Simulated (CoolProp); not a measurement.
Model: reference Helmholtz-energy equation of state, Lemmon 2006, in CoolProp. It is a short technical equation, of lower accuracy than the large ones.

Q: For carbon monoxide, give the phase and the Z, cp (kJ/(kg K)), cv (kJ/(kg K)), speed of sound (m/s) at -106.75 °C and 4720 kPa.

A: 
- -106.75 °C and 4720 kPa: supercritical; Z 0.759, cp 1.76, cv 0.822, speed of sound 246
